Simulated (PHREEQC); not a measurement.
**Brine**

Solution (25 °C): 1.7 mol/kgw LiCl and 4.3 mol/kgw MgCl2. Closed to the air; pH follows from the charge balance.

All values are PHREEQC results (Pitzer model, pitzer.dat), not measurements.

Precipitation was switched off in this run.

Task: What activity of water, osmotic coefficient does the model give?

Result: activity of water 0.406; osmotic coefficient 3.073.
